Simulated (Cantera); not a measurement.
A freely propagating, adiabatic, planar premixed flame of 22.2 % H2, 13.9 % O2, 63.9 % N2, unburnt at 575 K and 0.133 bar; mixture-averaged transport, grid criteria slope 0.08 and curve 0.16, no radiation.

Model: the H2/O2 subset of GRI-Mech 3.0, which has no nitrogen chemistry, integrated in Cantera. Burning velocities carry a grid error of a few per cent, more on coarse grids.

Problem. Predict: laminar burning velocity; thermal thickness; peak x(OH); peak x(H2O2); peak x(H).

Solution. 
| Property | Result |
|---|---|
| laminar burning velocity | 408 cm/s |
| thermal thickness | 6.83 mm |
| peak x(OH) | 0.0125 |
| peak x(H2O2) | 1.44e-6 |
| peak x(H) | 0.0560 |
